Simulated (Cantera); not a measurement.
Feed: 1 mol SiCl₄, 0.19 mol C₃H₈, 190 mol H₂, held at 10.0 mbar.

Equilibrium computed with Cantera from the NASA thermochemical tables; the gas is ideal and each condensed phase is pure. Candidate condensed phases: C, C₆H₆, C₇H₈, C₈H₁₈, Si, SiC; 109 gas species. Mutual solubility and eutectic melting of coexisting phases are not modelled. Gases not in the tables: Si₂H₆ and higher silanes. Rates play no part.

### Question
Which condensed phases are stable at each of these points (T (°C)): 977, 1027, 1077, 1127, 1177, 1227, 1277, 1327, 1377, 1427, 1477, 1527, 1577?

### Answer
```tsv
T (°C)	condensed phases	Si condensed (%)
977	Si(s) + SiC(s)	81.5
1027	Si(s) + SiC(s)	81.0
1077	Si(s) + SiC(s)	80.3
1127	Si(s) + SiC(s)	79.6
1177	Si(s) + SiC(s)	78.9
1227	Si(s) + SiC(s)	78.2
1277	Si(s) + SiC(s)	77.5
1327	Si(s) + SiC(s)	76.6
1377	Si(s) + SiC(s)	75.5
1427	Si(l) + SiC(s)	74.2
1477	Si(l) + SiC(s)	73.5
1527	Si(l) + SiC(s)	70.5
1577	Si(l) + SiC(s)	63.8
```

From 977 °C to 1377 °C the condensed part is Si(s) + SiC(s). From 1427 °C to 1577 °C the condensed part is Si(l) + SiC(s).
